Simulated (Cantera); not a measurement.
## Thermodynamics of carbon deposition, reforming and gasification, feed C2H4 + NH3 + N2 + CO2

Input: 1 mol C2H4, 0.36 mol NH3, 7.2 mol N2, 0.25 mol CO2, equilibrated at 1927 °C and 14.0 bar.

Cantera equilibrium calculation (NASA polynomials, part measured and part estimated; ideal gas, pure solids and liquids). Candidate condensed phases: C, C6H6, C7H8, C8H18, H2O; 136 gas species. Kinetics and transport are ignored.

```json
{
 "x(N2)": "0.702",
 "x(H2)": "0.236",
 "x(CO)": "0.0480",
 "x(HCN)": "0.0123",
 "x(HNC)": "0.000968",
 "x(H)": "0.000731",
 "x(C2H2 (acetylene))": "0.000604",
 "x(CH4)": "0.000204",
 "x(NH3)": "1.99e-5",
 "n(C(graphite))": "1.60 mol",
 "gas_amount": "10.42 mol"
}
```
